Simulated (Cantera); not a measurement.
**Pyrogenic steam for wet oxidation**

An isothermal, constant-pressure homogeneous reactor starts with H2 : O2 : N2 = 1 : 0.1 : 6 (molar parts), at 798 K and 0.132 atm.

Model: the H2/O2 subset of GRI-Mech 3.0, which has no nitrogen chemistry, integrated in Cantera. Radical loss at walls, strong at low pressure, is not modelled. Below about 950 K walls govern HO2 and H2O2 in real vessels.

| t (s) | x H2 | x O2 | x H | x O | x H2O2 | x H2O |
|---|---|---|---|---|---|---|
| 7.00e-6 | 0.141 | 0.0141 | <1e-12 | <1e-12 | <1e-12 | <1e-12 |
| 2.08e-5 | 0.141 | 0.0141 | <1e-12 | <1e-12 | <1e-12 | <1e-12 |
| 6.19e-5 | 0.141 | 0.0141 | <1e-12 | <1e-12 | <1e-12 | <1e-12 |
| 0.000184 | 0.141 | 0.0141 | <1e-12 | <1e-12 | <1e-12 | <1e-12 |
| 0.000548 | 0.141 | 0.0141 | <1e-12 | <1e-12 | <1e-12 | <1e-12 |
| 0.00163 | 0.141 | 0.0141 | <1e-12 | <1e-12 | <1e-12 | <1e-12 |
| 0.00485 | 0.141 | 0.0141 | <1e-12 | <1e-12 | <1e-12 | <1e-12 |
| 0.0144 | 0.141 | 0.0141 | 2.23e-12 | <1e-12 | <1e-12 | 6.15e-12 |
| 0.0429 | 0.141 | 0.0141 | 5.25e-12 | <1e-12 | <1e-12 | 4.61e-11 |
| 0.128 | 0.141 | 0.0141 | 1.26e-11 | <1e-12 | 1.13e-11 | 3.19e-10 |
| 0.380 | 0.141 | 0.0141 | 8.96e-11 | 1.13e-12 | 2.92e-10 | 3.98e-9 |
| 1.13 | 0.114 | 0.000497 | 0.00132 | 7.96e-7 | 2.44e-11 | 0.0275 |
| 3.36 | 0.114 | 1.07e-8 | 3.26e-5 | 1.54e-12 | <1e-12 | 0.0286 |
| 10.0 | 0.114 | 2.24e-10 | 8.33e-6 | <1e-12 | <1e-12 | 0.0286 |
x: mole fraction; the columns are a selection and need not sum to one.

Equilibrium at this temperature and pressure: H2 0.114, O2 <1e-12, H 2.48e-12, O <1e-12, H2O2 <1e-12, H2O 0.0286 (gas phase only).
